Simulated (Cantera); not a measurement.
Mixture: H2 : O2 : N2 = 1 : 0.98 : 3.69 (molar parts), at 3.45 atm, adiabatic and at constant volume. Ignition delay is the time to a rise of 400 K.

Computed with Cantera and the H2/O2 subset of GRI-Mech 3.0, which has no nitrogen chemistry. The hydrogen kinetics of GRI-Mech 3.0 are dated; newer H2 mechanisms differ, most at raised pressure. Below about 950 K walls govern HO2 and H2O2 in real vessels. Where the delays flatten at high temperature, the 400 K rule measures the pace of heat release, not the induction time.

```tsv
quantity	before	after
delay at 925 K	0.127 s	81.5 ms
delay at 1125 K	45.5 µs	73.8 µs
delay at 1325 K	8.08 µs	28.3 µs
delay at 1525 K	4.07 µs	18.6 µs
```

**Question.** What was changed between the two runs?
(A) H2 1 to 0.56 parts
(B) pressure from 3.45 atm to 1.48 atm
(C) pressure from 3.45 atm to 1.00 atm
(D) O2 0.98 to 0.6 parts

**Answer.** C, pressure from 3.45 atm to 1.00 atm
